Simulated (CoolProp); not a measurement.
Vapour-liquid equilibrium of R22 (1) + c-C4F8 (RC318) (2) at 271.2 K; x and y are mole fractions of (1).

Computed with CoolProp (multi-fluid Helmholtz-energy mixture model, Kamei 1995 and Platzer 1990; pair parameters Bell 2016). This equation is an older, rougher fit; its heat capacities, sound speeds and derivatives of the liquid may be far off and weren't checked against measurements.

```
x      bubble pressure, mixture model (MPa)  bubble pressure, Raoult's law (MPa)  y, mixture model  y, Raoult's law
-----  ------------------------------------  -----------------------------------  ----------------  ---------------
0.05                                 0.1310                               0.1367             0.134            0.171
0.125                                0.1600                               0.1628             0.353            0.359
0.2                                  0.2007                               0.1889                 ?            0.495
0.275                                0.2474                               0.2150             0.661            0.598
0.35                                 0.2938                               0.2411             0.744            0.678
0.425                                0.3346                               0.2672             0.798            0.743
0.5                                  0.3675                               0.2932             0.833            0.797
0.575                                     ?                               0.3193             0.858            0.841
0.65                                 0.4112                               0.3454             0.876            0.879
0.725                                0.4259                               0.3715             0.892            0.912
0.8                                       ?                               0.3976             0.909            0.940
0.875                                0.4505                               0.4237             0.931            0.965
0.95                                 0.4616                               0.4497             0.965            0.987
```

Some entries are withheld; supply them.


- 0.2, y, mixture model: 0.535
- 0.575, bubble pressure, mixture model (MPa): 0.3925
- 0.8, bubble pressure, mixture model (MPa): 0.4385

The largest gap from Raoult's law is +25.3 % in bubble pressure, at x = 0.5. No azeotrope shows between x = 0.05 and 0.95.

Pair parameters are fitted to limited data, so mixtures are less certain than the pure fluids. The gap from Raoult's law changes sign with composition, which may be real or a fault of the pair parameters; it wasn't checked against measurements.
